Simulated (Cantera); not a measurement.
## Counterflow diffusion flame

A counterflow diffusion flame at 1.00 atm, nozzles 20 mm apart: fuel side CH₄ : CO : N₂ = 1 : 0.084 : 0.91 (molar parts) at 550 K, oxidiser side O₂ : N₂ = 0.24 : 0.76 (molar parts) at 450 K, fuel mass flux 0.9 times the oxidiser's; mixture-averaged transport, no radiation.

Detailed kinetics in Cantera: GRI-Mech 3.0 (53 species, 325 reactions). GRI-Mech 3.0 has no aromatics or soot, which form on the fuel side of real flames. The maximum strain rate includes the flame's own expansion and is several times the mean.

| oxidiser flux (kg/m²/s) | max strain (1/s) | mean strain (1/s) | T max (K) | peak x OH | peak x H | peak x NO | peak x CO | peak x C₂H₂ |
|---|---|---|---|---|---|---|---|---|
| 0.25 | 174 | 39.0 | 2140 | 0.00848 | 0.00393 | 0.000310 | 0.0606 | 0.0105 |
| 0.38 | 252 | 59.3 | 2121 | 0.00848 | 0.00418 | 0.000281 | 0.0597 | 0.00971 |
| 0.57 | 364 | 88.9 | 2103 | 0.00841 | 0.00440 | 0.000250 | 0.0591 | 0.00905 |
| 0.85 | 526 | 133 | 2083 | 0.00831 | 0.00461 | 0.000215 | 0.0586 | 0.00836 |
| 1.3 | 782 | 203 | 2060 | 0.00811 | 0.00479 | 0.000174 | 0.0583 | 0.00759 |
| 1.9 | 1120 | 296 | 2035 | 0.00777 | 0.00486 | 0.000135 | 0.0584 | 0.00675 |
| 2.8 | 1600 | 437 | 2001 | 0.00724 | 0.00479 | 9.34e-5 | 0.0586 | 0.00566 |
| 4.2 | 2340 | 655 | 1949 | 0.00629 | 0.00439 | 5.08e-5 | 0.0590 | 0.00409 |
x: mole fraction; the columns are a selection and need not sum to one.
